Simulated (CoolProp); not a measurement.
Model: reference Helmholtz-energy equation of state, Thol 2021, in CoolProp.

Q: Give the vapour pressure (bar), liquid density (kg/m³), vapour density (kg/m³), enthalpy of vaporisation (kJ/kg) of saturated chlorine at 292.3 K.

A: 
| T (K) | p (bar) | liquid density (kg/m³) | vapour density (kg/m³) | enthalpy of vaporisation (kJ/kg) |
|---|---|---|---|---|
| 292.3 | 6.60 | 1410 | 21.3 | 252 |
